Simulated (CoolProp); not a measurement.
Vapour-liquid equilibrium of CHF3 (R23) (1) + CH2F2 (R32) (2) at -92.35 °C; x and y are mole fractions of (1).

Values from CoolProp's multi-fluid Helmholtz-energy mixture model, Penoncello 2003 and Tillner-Roth 1997; pair parameters Bell 2016.

```
x     bubble pressure, mixture model (kPa)  bubble pressure, Raoult's law (kPa)  y, mixture model  y, Raoult's law
----  ------------------------------------  -----------------------------------  ----------------  ---------------
0.05                                 9.759                                9.656             0.283            0.277
0.15                                 14.58                                14.28             0.568            0.563
0.25                                 19.35                                18.90             0.712            0.709
0.35                                 24.07                                23.53             0.797            0.797
0.45                                 28.71                                28.15             0.855            0.857
0.55                                 33.28                                32.78             0.896            0.899
0.65                                 37.79                                37.40             0.928            0.931
0.75                                 42.27                                42.02             0.953            0.956
0.85                                 46.75                                46.65             0.974            0.976
0.95                                 51.28                                51.27             0.992            0.993
```

The largest gap from Raoult's law is +2.4 % in bubble pressure, at x = 0.25. No azeotrope shows between x = 0.05 and 0.95.

The pair parameters rest on a limited set of measurements; away from them the model extrapolates.
